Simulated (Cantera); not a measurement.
# Oxide etching and cleaning by halides: MgO + HCl + N2 + H2O

Feed: 1 mol MgO, 4.1 mol HCl, 32 mol N2, 0.00027 mol H2O, equilibrated at 290 Pa.

Equilibrium computed with Cantera from the NASA thermochemical tables; the gas is ideal and each condensed phase is pure. Candidate condensed phases: H2O, Mg, MgCl2, MgO, Mg(OH)2, NH4Cl; 38 gas species. Equilibrium is a limit: real reactors are often held back by kinetics, nucleation or transport.

| T (K) | x N2 | x HCl | x MgCl2 | x H2O | x Cl | x H2 | x H | x OH | n MgO(s) |
|---|---|---|---|---|---|---|---|---|---|
| 1225 | 0.886 | 0.109 | 0.00230 | 0.00230 | 8.34e-5 | 4.23e-5 | 3.76e-8 | 1.87e-8 | 0.917 |
| 1275 | 0.886 | 0.107 | 0.00298 | 0.00299 | 0.000146 | 7.35e-5 | 1.17e-7 | 5.55e-8 | 0.892 |
| 1325 | 0.886 | 0.106 | 0.00377 | 0.00378 | 0.000243 | 0.000122 | 3.36e-7 | 1.51e-7 | 0.864 |
| 1375 | 0.886 | 0.104 | 0.00468 | 0.00468 | 0.000391 | 0.000196 | 8.91e-7 | 3.83e-7 | 0.831 |
| 1425 | 0.886 | 0.102 | 0.00567 | 0.00568 | 0.000605 | 0.000303 | 2.21e-6 | 9.03e-7 | 0.795 |
| 1475 | 0.886 | 0.0991 | 0.00676 | 0.00677 | 0.000907 | 0.000454 | 5.13e-6 | 2.00e-6 | 0.756 |
| 1525 | 0.886 | 0.0963 | 0.00792 | 0.00792 | 0.00132 | 0.000660 | 1.13e-5 | 4.20e-6 | 0.714 |
| 1575 | 0.886 | 0.0933 | 0.00913 | 0.00912 | 0.00187 | 0.000934 | 2.36e-5 | 8.36e-6 | 0.670 |
| 1625 | 0.885 | 0.0901 | 0.0104 | 0.0103 | 0.00259 | 0.00129 | 4.70e-5 | 1.59e-5 | 0.625 |
| 1675 | 0.885 | 0.0867 | 0.0116 | 0.0116 | 0.00350 | 0.00174 | 8.98e-5 | 2.90e-5 | 0.580 |
| 1725 | 0.884 | 0.0830 | 0.0128 | 0.0128 | 0.00464 | 0.00228 | 0.000165 | 5.07e-5 | 0.535 |
x: gas mole fraction; n: condensed amount in mol.

From 1225 K to 1725 K the condensed part is MgO(s). The main Mg-bearing gas is MgCl2 throughout. The share of Mg in condensed phases is highest at 1225 K (91.7 %) and lowest at 1725 K (53.5 %).
